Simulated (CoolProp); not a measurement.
Computed with CoolProp (reference Helmholtz-energy equation of state, Lemmon 2004). It is a short technical equation, of lower accuracy than the large ones.

Give the vapour pressure (MPa), vapour density (kg/m³), enthalpy of vaporisation (kJ/kg), liquid cp (kJ/(kg K)) of saturated n-dodecane at 531 K.


```json
[
 {"T (K)": "531", "p (MPa)": "0.248", "vapour density (kg/m³)": "11.1", "enthalpy of vaporisation (kJ/kg)": "228", "liquid cp (kJ/(kg K))": "3.15"}
]
```
